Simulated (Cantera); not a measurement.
Charge: 1 mol toluene, 0.032 mol O2, 26 mol N2, at 100000 Pa.

Cantera equilibrium calculation (NASA polynomials, part measured and part estimated; ideal gas, pure solids and liquids). Candidate condensed phases: C, C6H6, C7H8, C8H18, H2O; 136 gas species. The numbers say what is thermodynamically allowed, not how fast it happens.

x: gas mole fraction; n: condensed amount in mol.

| T (°C) | x N2 | x H2 | x HCN | x H | x CH4 | x HNC | x CO | n C(graphite) |
|---|---|---|---|---|---|---|---|---|
| 625 | 0.870 | 0.123 | 2.75e-7 | 3.84e-11 | 0.00488 | 1.77e-10 | 0.00161 | 6.81 |
| 825 | 0.865 | 0.132 | 7.31e-6 | 8.98e-9 | 0.000635 | 2.07e-8 | 0.00210 | 6.92 |
| 1025 | 0.865 | 0.133 | … | … | … | … | 0.00213 | 6.93 |
| 1225 | 0.865 | 0.133 | 0.000353 | 6.26e-6 | 4.57e-5 | 5.92e-6 | 0.00213 | 6.92 |
| 1425 | 0.864 | 0.132 | 0.00123 | 5.26e-5 | 1.93e-5 | 3.65e-5 | 0.00213 | 6.90 |
| 1625 | 0.863 | 0.131 | 0.00325 | 0.000283 | 9.72e-6 | 0.000152 | 0.00213 | 6.83 |
| 1825 | 0.861 | 0.128 | 0.00708 | 0.00110 | 5.47e-6 | 0.000477 | 0.00213 | 6.70 |
| 2025 | 0.856 | 0.123 | … | … | … | … | 0.00213 | 6.47 |
| 2225 | 0.849 | 0.115 | 0.0220 | 0.00844 | 1.98e-6 | 0.00257 | 0.00212 | 6.11 |

**Question.** Fill in the missing entries.

**Answer.** 
- 1025, x HCN: 6.88e-5
- 1025, x H: 3.90e-7
- 1025, x CH4: 0.000140
- 1025, x HNC: 5.45e-7
- 2025, x HCN: 0.0133
- 2025, x H: 0.00336
- 2025, x CH4: 3.27e-6
- 2025, x HNC: 0.00121
